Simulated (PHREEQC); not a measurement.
0.037 g of hydrous ferric oxide (600 m²/g; 0.2 weak and 0.005 strong sites per Fe, Dzombak-Morel constants, diffuse double layer) in 1 kg of water with 0.001 mol/kgw of an inert sodium salt, at 25 °C; the pH is set by adding NaOH or the inert anion's acid. O2 is buffered at 0.21 atm. The system is closed to CO2. Nothing may precipitate in this run.

Base run: PHREEQC, ion-association model, wateq4f.dat. Each further column changes one thing. The table gives surface charge σ (C/m²).

```tsv
pH	base	background salt from 0.001 to 0.0001 mol/kgw	oxide from 0.037 to 0.18 g/kgw	9.6e-06 mol/kgw CaCl2 added
4	0.117	0.066	0.119	0.118
5.33	0.037	0.014	0.037	0.037
6	0.019	0.006	0.019	0.019
7.33	0.004	0.001	0.004	0.004
8.67	-0.003	-0.001	-0.003	-0.002
10	-0.015	-0.007	-0.016	-0.011
10.67	-0.035	-0.023	-0.035	-0.027
12	-0.200	-0.196	-0.200	-0.163
```
